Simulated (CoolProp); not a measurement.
Values from CoolProp's reference Helmholtz-energy equation of state, Leachman 2009.

For normal hydrogen, give the phase and the cv (kJ/(kg K)), Joule-Thomson coefficient (K/MPa), isothermal compressibility (1/MPa), Prandtl number at -236.25 °C and 0.185 MPa; -236.25 °C and 0.556 MPa.


- -236.25 °C and 0.185 MPa: gas; cv 6.25, Joule-Thomson coefficient 7.49, isothermal compressibility 5.61, Prandtl number 0.680
- -236.25 °C and 0.556 MPa: gas; cv 6.39, Joule-Thomson coefficient 7.45, isothermal compressibility 2.05, Prandtl number 0.730

Viscosity comes from a separate model (Muzny 2013). Thermal conductivity comes from a separate model (Assael 2011).
